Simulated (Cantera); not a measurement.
A Cantera script and what it prints.

```python
import numpy as np
import cantera as ct

gas_names = """
    AL ALCL ALCL2 ALCL3 ALH ALN ALO ALOCL ALOH ALO2 ALO2H AL2 AL2CL6 AL2O AL2O2 CL CLO CL2 H HALO HCL
    HNO HNO2 HNO3 HOCL HO2 H2 H2O H2O2 N NH NH2 NH3 NH2OH NO NO2 NO3 N2 N2H2 N2H4 N2O O OH O2 O3
""".split()
cond_names = """
    AL(cr) AL(L) ALCL3(s) ALCL3(L) ALN(s) AL2O3(a) AL2O3(L) H2O(s) H2O(L) NH4CL(a) NH4CL(b)
""".split()


def load(file, names, dense=False):
    # The tables refer to 1 bar. Condensed volumes are neglected.
    table = {s.name: s for s in ct.Species.list_from_file(file)}
    out = []
    for n in names:
        d = dict(table[n].input_data)
        d["thermo"] = dict(d["thermo"], **{"reference-pressure": 1e5})
        if dense:
            d["equation-of-state"] = {"model": "constant-volume", "density": "1e6 g/cm^3"}
        out.append(ct.Species.from_dict(d))
    return out


gas = ct.Solution(thermo="ideal-gas", species=load("nasa_gas.yaml", gas_names))
cond = {s.name: ct.Solution(thermo="fixed-stoichiometry", species=[s], name=s.name)
        for s in load("nasa_condensed.yaml", cond_names, dense=True)}
atoms = {
    'AlCl3': {'AL': 1, 'CL': 3},
    'H2O': {'H': 2, 'O': 1},
    'N2': {'N': 2},
}
top_T = {'ALN(s)': 2750}  # K; cautious upper limits of use, not melting points


def equilibrate(T, P, feed):
    n = {}
    for name, mol in feed.items():
        for a, k in atoms[name].items():
            n[a] = n.get(a, 0.0) + k * mol
    gas.TPX = T, P, n
    mass = sum(n.values()) * gas.mean_molecular_weight
    gas.equilibrate("TP")
    valid = [c for c in cond.values() if c.min_temp <= T <= top_T.get(c.name, c.max_temp)]
    mix = ct.Mixture([(gas, mass / gas.mean_molecular_weight)] + [(c, 0.0) for c in valid])
    mix.T, mix.P = T, P
    mix.equilibrate("TP", solver="vcs", rtol=1e-11, max_steps=5000)
    return mix


results = []
feed = {'AlCl3': 1, 'H2O': 31, 'N2': 1.5}  # mol
P = 1333.22  # Pa
for T in [1148, 1198, 1248, 1298, 1348, 1398, 1448, 1498, 1548, 1598, 1648, 1698, 1748]:
    mix = equilibrate(T, P, feed)
    results.append((T, P, feed, dict(zip(mix.species_names, mix.species_moles))))

top = {s: max(r[3][s] / sum(r[3][g] for g in gas_names) for r in results) for s in gas_names}
cols = sorted((s for s in top if top[s] > 1e-06), key=lambda s: -top[s])[:7]
seen = [c for c in cond_names if any(r[3].get(c, 0) > 1e-12 for r in results)]
print("log10 of partial pressures in bar; condensed amounts in mol")
print(f"{'T/K':>10s}" + "".join(f"{s[:9]:>10s}" for s in cols + seen))
for T, P, feed, n in results:
    ng = sum(n[g] for g in gas_names)
    print(f"{T:10.4g}" + "".join(f"{np.log10(max(n[s] / ng * P / 1e5, 1e-99)):10.3f}" for s in cols)
          + "".join(f"{n.get(c, 0):10.4g}" for c in seen))
```

Result:

```
log10 of partial pressures in bar; condensed amounts in mol
       T/K       H2O       HCL        N2        H2        O2        CL        OH  AL2O3(a)
      1148    -1.937    -2.930    -3.230    -6.692    -7.262    -6.783    -7.959       0.5
      1198    -1.937    -2.930    -3.230    -6.387    -6.927    -6.519    -7.566       0.5
      1248    -1.937    -2.930    -3.231    -6.105    -6.622    -6.276    -7.206       0.5
      1298    -1.937    -2.930    -3.231    -5.842    -6.343    -6.052    -6.874       0.5
      1348    -1.937    -2.930    -3.231    -5.598    -6.086    -5.846    -6.567       0.5
      1398    -1.937    -2.930    -3.231    -5.371    -5.849    -5.654    -6.282       0.5
      1448    -1.937    -2.931    -3.231    -5.159    -5.629    -5.476    -6.017       0.5
      1498    -1.937    -2.932    -3.231    -4.960    -5.424    -5.310    -5.769       0.5
      1548    -1.938    -2.932    -3.231    -4.774    -5.233    -5.155    -5.538       0.5
      1598    -1.938    -2.934    -3.231    -4.599    -5.055    -5.010    -5.322       0.5
      1648    -1.939    -2.935    -3.231    -4.435    -4.888    -4.874    -5.119       0.5
      1698    -1.940    -2.937    -3.232    -4.280    -4.731    -4.746    -4.928       0.5
      1748    -1.941    -2.940    -3.232    -4.135    -4.584    -4.626    -4.749       0.5
```

These are equilibrium values from Cantera (NASA tables, ideal gas, pure condensed phases), not measurements of a reactor. Gases not in the tables: Al(OH)3.
